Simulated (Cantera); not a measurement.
A diamond (100) surface in a fixed gas of H2 with x(CH4) = 0.013, x(H) = 0.0033, x(CH3) = 3.2e-05, 1900 Pa; coverages are run to steady state.

Detailed kinetics in Cantera: the Harris–Goodwin 1993 mechanism for the reconstructed diamond (100) surface.

θ: site fractions in the mechanism's names (c6HH fully hydrogenated, c6H* and c6*H radical sites, c6** diradical, c6HM methylated).

```json
[
 {"T (K)": "900", "growth (µm/h)": "?", "θ c6HH": "0.685", "θ c6H*": "0.0104", "θ c6*H": "0.290", "θ c6**": "0.00432", "θ c6HM": "0.00803"},
 {"T (K)": "950", "growth (µm/h)": "?", "θ c6HH": "0.639", "θ c6H*": "0.0140", "θ c6*H": "0.333", "θ c6**": "0.00657", "θ c6HM": "0.00622"},
 {"T (K)": "1000", "growth (µm/h)": "0.277", "θ c6HH": "0.594", "θ c6H*": "0.0182", "θ c6*H": "0.372", "θ c6**": "0.00952", "θ c6HM": "0.00454"},
 {"T (K)": "1050", "growth (µm/h)": "0.267", "θ c6HH": "0.552", "θ c6H*": "0.0228", "θ c6*H": "0.408", "θ c6**": "0.0132", "θ c6HM": "0.00285"},
 {"T (K)": "1100", "growth (µm/h)": "?", "θ c6HH": "0.513", "θ c6H*": "0.0277", "θ c6*H": "0.439", "θ c6**": "0.0176", "θ c6HM": "0.00141"},
 {"T (K)": "1150", "growth (µm/h)": "?", "θ c6HH": "0.477", "θ c6H*": "0.0329", "θ c6*H": "0.466", "θ c6**": "0.0226", "θ c6HM": "0.000571"},
 {"T (K)": "1200", "growth (µm/h)": "?", "θ c6HH": "0.445", "θ c6H*": "0.0381", "θ c6*H": "0.488", "θ c6**": "0.0282", "θ c6HM": "0.000210"},
 {"T (K)": "1250", "growth (µm/h)": "0.0819", "θ c6HH": "0.416", "θ c6H*": "0.0434", "θ c6*H": "0.506", "θ c6**": "0.0341", "θ c6HM": "7.57e-5"},
 {"T (K)": "1300", "growth (µm/h)": "0.0819", "θ c6HH": "0.391", "θ c6H*": "0.0486", "θ c6*H": "0.519", "θ c6**": "0.0403", "θ c6HM": "2.76e-5"},
 {"T (K)": "1350", "growth (µm/h)": "0.0783", "θ c6HH": "0.370", "θ c6H*": "0.0537", "θ c6*H": "0.530", "θ c6**": "0.0464", "θ c6HM": "1.01e-5"},
 {"T (K)": "1400", "growth (µm/h)": "?", "θ c6HH": "0.351", "θ c6H*": "0.0587", "θ c6*H": "0.537", "θ c6**": "0.0524", "θ c6HM": "3.66e-6"}
]
```

### Question
What belongs in the gaps?

### Answer

- 900, growth (µm/h): 0.187
- 950, growth (µm/h): 0.240
- 1100, growth (µm/h): 0.202
- 1150, growth (µm/h): 0.133
- 1200, growth (µm/h): 0.0939
- 1400, growth (µm/h): 0.0611
